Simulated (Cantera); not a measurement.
Input (Python, Cantera) and output of one run.

```python
import numpy as np
import cantera as ct

gas_names = """
    C CN CO CO2 C2 CCN CNC C2N2 C2O C3 C3O2 C4 C4N2 C5 N NCO NO NO2 NO3 N2 N2O O O2 O3 Pb PbO Pb2
""".split()
cond_names = """
    C(gr) Pb(cr) Pb(L) PbO(rd) PbO(yw) PbO(L) PbO2(s) Pb3O4(s)
""".split()


# ... load() reads the species with a 1 bar reference pressure and builds the phases ...
atoms = {
    'Pb': {'Pb': 1},
    'CO': {'C': 1, 'O': 1},
    'N2': {'N': 2},
}
top_T = {'C(gr)': 4500, 'Pb3O4(s)': 820}  # K; cautious upper limits of use, not melting points


# ... equilibrate(T, P, feed) seeds the gas with the atoms and calls Mixture.equilibrate('TP', solver="vcs", rtol=1e-11, max_steps=5000) ...
results = []
feed = {'Pb': 1, 'CO': 4.3, 'N2': 0.77}  # mol
T = 948.15  # K
P = 1000  # Pa
mix = equilibrate(T, P, feed)
results.append((T, P, feed, dict(zip(mix.species_names, mix.species_moles))))
print(gas.report(threshold=1e-05))
for i in range(1, mix.n_phases):
    print(f"{mix.phase(i).name:16s} {mix.phase_moles(i):12.5e} mol")
```

It prints:

```
       temperature   948.15 K
          pressure   1000 Pa
           density   0.0035887 kg/m^3
  mean mol. weight   28.291 kg/kmol
   phase of matter   gas

                          1 kg             1 kmol
                     ---------------   ---------------
          enthalpy       -2.7133e+06       -7.6762e+07  J
   internal energy        -2.992e+06       -8.4645e+07  J
           entropy            9707.1        2.7462e+05  J/K
    Gibbs function       -1.1917e+07       -3.3714e+08  J
 heat capacity c_p              1169             33073  J/K
 heat capacity c_v            875.13             24758  J/K

                      mass frac. Y      mole frac. X     chem. pot. / RT
                     ---------------   ---------------   ---------------
                CO           0.82546           0.83374           -44.271
               CO2          0.018875          0.012134           -87.094
                N2           0.15214           0.15364           -31.204
                Pb         0.0035207        0.00048071           -9.7558
     [  +23 minor]        9.8098e-09        6.7193e-10

C(gr)             6.08087e-02 mol
Pb(L)             9.97591e-01 mol
PbO(yw)           0.00000e+00 mol
PbO2(s)           0.00000e+00 mol
```

Equilibrium computed with Cantera from the NASA thermochemical tables; the gas is ideal and each condensed phase is pure.
